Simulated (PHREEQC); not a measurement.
Make-up at 25 °C: 0.12 mol/kgw CuCl2 and 0.24 mol/kgw HCl. Closed to the air; pH follows from the charge balance.

Computed with PHREEQC (ion-association model, wateq4f.dat).

Precipitation was switched off in this run.

Q: Predict the pH, activity of water, ionic strength.

A: pH 0.74; activity of water 0.986; ionic strength 0.540 mol/kgw.

Q: In which forms is Cl present?

A: Cl- 93 %, CuCl+ 5.5 %, CuCl2 1.0 % of the Cl.
